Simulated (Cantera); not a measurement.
A closed system holds: 1 mol B, 1.1 mol Cl₂, at 1.00 bar.

Equilibrium computed with Cantera from the NASA thermochemical tables; the gas is ideal and each condensed phase is pure. Candidate condensed phases: B; 7 gas species. Rates play no part.

Over these rows the condensed part is B(s). Partial pressures as log10 of bar:

```json
[
 {"T (K)": "1398", "1000/T (1/K)": "0.7153", "log p Cl": "-5.69", "log p BCl₃": "0.00"},
 {"T (K)": "1448", "1000/T (1/K)": "0.6906", "log p Cl": "-5.35", "log p BCl₃": "0.00"},
 {"T (K)": "1498", "1000/T (1/K)": "0.6676", "log p Cl": "-5.04", "log p BCl₃": "0.00"},
 {"T (K)": "1548", "1000/T (1/K)": "0.6460", "log p Cl": "?", "log p BCl₃": "0.00"},
 {"T (K)": "1598", "1000/T (1/K)": "0.6258", "log p Cl": "-4.47", "log p BCl₃": "0.00"},
 {"T (K)": "1648", "1000/T (1/K)": "0.6068", "log p Cl": "-4.21", "log p BCl₃": "0.00"}
]
```

Fit log p(Cl) = a + b·(1000/T) to the five rows, give the apparent enthalpy, and predict the row at 1548 K.

Means: 1000/T = 0.6612, log p = -4.952. Sxy = -0.109618, Sxx = 0.0080446, so b = -13.63 and a = -4.952 − (-13.63)×0.6612 = 4.06.
Apparent enthalpy: −19.145 × (-13.63) = 261 kJ/mol. With the condensed phases at unit activity, 1/3 BCl₃(g) = Cl(g) + 1/3 B(s) links this pressure to the main gases: over the six rows their terms move log p by +0.00 in all, so the slope is close to that reaction's ΔH°. The five rows lie within 0.01 of the line.
Prediction at 1548 K: 4.06 + (-13.63)×0.6460 = -4.74. The computed value is -4.75, 0.01 from the line.
